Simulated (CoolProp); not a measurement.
A simple Rankine cycle with methanol: condensing at 301.15 K, boiler at 2.49 MPa, turbine inlet 464 K, turbine efficiency 0.7, pump efficiency 0.7, no recuperator. Each further row changes one setting.

Computed with CoolProp (reference Helmholtz-energy equation of state, de Reuck 1993).

```json
[
 {"case": "as stated", "thermal efficiency (%)": "19.6", "net work (kJ/kg)": "257", "heat in (kJ/kg)": "1310", "turbine exit temperature (K)": "301.1", "volume ratio over the turbine": "90.9"},
 {"case": "turbine inlet 484 K", "thermal efficiency (%)": "19.9", "net work (kJ/kg)": "275", "heat in (kJ/kg)": "1380", "turbine exit temperature (K)": "301.1", "volume ratio over the turbine": "85.7"},
 {"case": "condensing temperature 293.15 K", "thermal efficiency (%)": "20.7", "net work (kJ/kg)": "275", "heat in (kJ/kg)": "1330", "turbine exit temperature (K)": "293.1", "volume ratio over the turbine": "134"},
 {"case": "boiler pressure 1.74 MPa", "thermal efficiency (%)": "18.7", "net work (kJ/kg)": "255", "heat in (kJ/kg)": "1360", "turbine exit temperature (K)": "301.1", "volume ratio over the turbine": "60.7"},
 {"case": "turbine efficiency 0.6", "thermal efficiency (%)": "16.8", "net work (kJ/kg)": "220", "heat in (kJ/kg)": "1310", "turbine exit temperature (K)": "301.1", "volume ratio over the turbine": "94.2"}
]
```

The expansion ends wet for: as stated; turbine inlet 484 K; condensing temperature 293.15 K; boiler pressure 1.74 MPa; turbine efficiency 0.6.
